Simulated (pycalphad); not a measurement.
Effect of Si content in Fe-Si

CALPHAD calculation (pycalphad, COST 507 light-alloy database (1999)), 1 atm. These are 1990s assessments: newer ones move some temperatures and phases. Phase fractions are per mole of atoms.

```tsv
alloy	liquidus (K)	first solid	solidus (K)	phases at 1010 K
Fe-1.031Si (wt.%)	1795	bcc	1786	bcc 1.00
Fe-2.079Si (wt.%)	1777	bcc	1762	bcc 1.00
Fe-4.244Si (wt.%)	1740	bcc	1716	bcc 1.00
Fe-6.503Si (wt.%)	(withheld)	bcc	(withheld)	(withheld)
```

**Question.** Fill in the missing entries.

**Answer.** 
- Fe-6.503Si (wt.%), liquidus (K): 1698
- Fe-6.503Si (wt.%), solidus (K): 1668
- Fe-6.503Si (wt.%), phases at 1010 K: ordered bcc (B2) 1.00
